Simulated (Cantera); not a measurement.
**Low-pressure radical oxidation in H2/O2**

A perfectly stirred reactor is fed with H2 : O2 = 0.17 : 1 (molar parts), at 1200 Pa; it is held at 1275 K, and followed from long to short residence time.

Cantera simulation using GRI-Mech 3.0 (53 species, 325 reactions); the numbers are that mechanism's predictions, not measurements. Radical loss at walls, strong at low pressure, is not modelled. The temperature is held fixed by assumption; the heat of reaction is taken as removed at once.

```csv
τ (s),x H2,x O2,x H2O2,x H2O,x OH
0.45,0.000889,0.834,1.70e-7,0.152,0.00375
0.18,0.00155,0.828,1.97e-7,0.149,0.00496
0.069,0.00265,0.816,2.16e-7,0.144,0.00649
0.027,0.00424,0.801,2.21e-7,0.135,0.00807
0.011,0.00625,0.785,2.20e-7,0.126,0.00942
0.0041,0.00959,0.774,2.30e-7,0.115,0.0107
0.0016,0.0159,0.773,2.60e-7,0.105,0.0121
```
x: mole fraction; the columns are a selection and need not sum to one.
